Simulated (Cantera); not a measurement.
Roasting and sulfation: MgO + H2S + H2O

A closed system holds: 1 mol MgO, 3.1 mol H2S, 0.036 mol H2O, equilibrated at 42.0 mbar.

Equilibrium computed with Cantera from the NASA thermochemical tables; the gas is ideal and each condensed phase is pure. Candidate condensed phases: H2O, H2SO4, Mg, MgO, Mg(OH)2, MgS, MgSO4, S; 26 gas species. Mutual solubility and eutectic melting of coexisting phases are not modelled. Equilibrium is a limit: real reactors are often held back by kinetics, nucleation or transport.

```json
[
 {"T (K)": "1448", "x H2": "0.487", "x S2": "0.242", "x H2S": "0.232", "x H2O": "0.0334", "x SH": "0.00450", "n MgO(s)": "0.897", "n MgS(s)": "0.103"},
 {"T (K)": "1473", "x H2": "0.501", "x S2": "0.249", "x H2S": "0.213", "x H2O": "0.0321", "x SH": "0.00513", "n MgO(s)": "0.901", "n MgS(s)": "0.0988"},
 {"T (K)": "1498", "x H2": "0.513", "x S2": "0.255", "x H2S": "0.195", "x H2O": "0.0307", "x SH": "0.00582", "n MgO(s)": "0.906", "n MgS(s)": "0.0943"},
 {"T (K)": "1523", "x H2": "0.525", "x S2": "0.260", "x H2S": "0.179", "x H2O": "0.0294", "x SH": "0.00655", "n MgO(s)": "0.910", "n MgS(s)": "0.0897"},
 {"T (K)": "1548", "x H2": "0.535", "x S2": "0.265", "x H2S": "0.164", "x H2O": "0.0280", "x SH": "0.00734", "n MgO(s)": "0.915", "n MgS(s)": "0.0851"},
 {"T (K)": "1573", "x H2": "0.544", "x S2": "0.270", "x H2S": "0.150", "x H2O": "0.0268", "x SH": "0.00818", "n MgO(s)": "0.920", "n MgS(s)": "0.0805"},
 {"T (K)": "1598", "x H2": "0.553", "x S2": "0.274", "x H2S": "0.138", "x H2O": "0.0255", "x SH": "0.00908", "n MgO(s)": "0.924", "n MgS(s)": "0.0759"},
 {"T (K)": "1623", "x H2": "0.561", "x S2": "0.277", "x H2S": "0.127", "x H2O": "0.0243", "x SH": "0.0100", "n MgO(s)": "0.929", "n MgS(s)": "0.0714"},
 {"T (K)": "1648", "x H2": "0.568", "x S2": "0.281", "x H2S": "0.117", "x H2O": "0.0232", "x SH": "0.0110", "n MgO(s)": "0.933", "n MgS(s)": "0.0670"},
 {"T (K)": "1673", "x H2": "0.574", "x S2": "0.283", "x H2S": "0.107", "x H2O": "0.0221", "x SH": "0.0121", "n MgO(s)": "0.937", "n MgS(s)": "0.0627"},
 {"T (K)": "1698", "x H2": "0.579", "x S2": "0.286", "x H2S": "0.0988", "x H2O": "0.0210", "x SH": "0.0132", "n MgO(s)": "0.941", "n MgS(s)": "0.0585"},
 {"T (K)": "1723", "x H2": "0.584", "x S2": "0.288", "x H2S": "0.0911", "x H2O": "0.0200", "x SH": "0.0143", "n MgO(s)": "0.945", "n MgS(s)": "0.0544"},
 {"T (K)": "1748", "x H2": "0.589", "x S2": "0.290", "x H2S": "0.0841", "x H2O": "0.0191", "x SH": "0.0156", "n MgO(s)": "0.949", "n MgS(s)": "0.0503"},
 {"T (K)": "1773", "x H2": "0.593", "x S2": "0.291", "x H2S": "0.0777", "x H2O": "0.0182", "x SH": "0.0168", "n MgO(s)": "0.952", "n MgS(s)": "0.0461"}
]
```
x: gas mole fraction; n: condensed amount in mol.

From 1448 K to 1773 K the condensed part is MgO(s) + MgS(s). The main Mg-bearing gas is Mg throughout.
